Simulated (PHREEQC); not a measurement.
1 kg of water holding 31 mmol/kgw KCl and 50 mmol/kgw Na2CO3 is evaporated at 25 °C; the solids stay in contact with the brine. CO2 is held at log p = -3.4 (atm). Only these solids could form: Halite, Kalicinite, Nahcolite, Natron, Sylvite, Trona.

The series has 28 steps of water left (kg), from 0.9997 to 0.003758.

Computed with PHREEQC (Pitzer model, pitzer.dat).

Problem. Which solids form, in which order, and at which step of the series does each first stand?

Solution. Trona from water left = 0.01972 kg (pH 10.21); Sylvite from water left = 0.008009 kg (pH 10.26).
